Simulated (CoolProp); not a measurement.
Properties of hexamethyldisiloxane (MM) along the isotherm 592.9 K.

The numbers come from the reference Helmholtz-energy equation of state, Thol 2016 in CoolProp.

```csv
p (MPa),phase,density (kg/m³),Joule-Thomson coefficient (K/MPa)
0.00305,gas,0.1005,5.881
0.00448,gas,0.1476,5.883
0.00658,gas,0.2169,5.885
0.00966,gas,0.3185,5.887
0.0142,gas,0.4685,5.891
0.0208,gas,0.6868,5.897
0.0305,gas,1.008,5.906
0.0448,gas,1.483,?
0.0658,gas,2.184,5.938
0.0966,gas,3.218,5.966
0.142,gas,4.755,6.007
0.208,gas,7.020,6.068
0.305,gas,10.41,6.160
0.448,gas,15.57,6.297
0.658,gas,?,?
0.966,gas,35.96,6.821
```

Q: Fill in the missing entries.

A: 
- 0.0448, Joule-Thomson coefficient (K/MPa): 5.919
- 0.658, density (kg/m³): 23.49
- 0.658, Joule-Thomson coefficient (K/MPa): 6.506
